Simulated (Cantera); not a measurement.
A closed system holds: 1 mol FeS, 1.8 mol H2S, 0.2 mol CO2, equilibrated at 2700 Pa.

These are equilibrium values from Cantera (NASA tables, ideal gas, pure condensed phases), not measurements of a reactor. Candidate condensed phases: C, C6H6, C7H8, C8H18, Fe, Fe(CO)5, FeO, Fe(OH)2, Fe(OH)3, FeS, FeSO4, FeS2, Fe2O3, Fe2(SO4)3, Fe3O4, H2O, H2SO4, S; 127 gas species. FeS: taken at fixed stoichiometry. Gases not in the tables: S3 to S7. The numbers say what is thermodynamically allowed, not how fast it happens.

Problem. Which condensed phases are stable at each of these points (T (°C)): 477, 527, 577, 627, 677, 727, 777, 827, 877, 927, 977, 1027, 1077?

Solution. 
| T (°C) | condensed phases | Fe condensed (%) |
|---|---|---|
| 477 | FeS(s) + FeS2(s) | 100.0 |
| 527 | FeS(s) + FeS2(s) | 100.0 |
| 577 | FeS(s) | 100.0 |
| 627 | FeS(s) | 100.0 |
| 677 | FeS(s) | 100.0 |
| 727 | FeS(s) | 100.0 |
| 777 | FeS(s) | 100.0 |
| 827 | FeS(s) | 100.0 |
| 877 | FeS(s) | 100.0 |
| 927 | FeS(s) | 100.0 |
| 977 | FeS(s) | 100.0 |
| 1027 | FeS(s) | 100.0 |
| 1077 | FeS(s) | 100.0 |

From 477 °C to 527 °C the condensed part is FeS(s) + FeS2(s). From 577 °C to 1077 °C the condensed part is FeS(s).
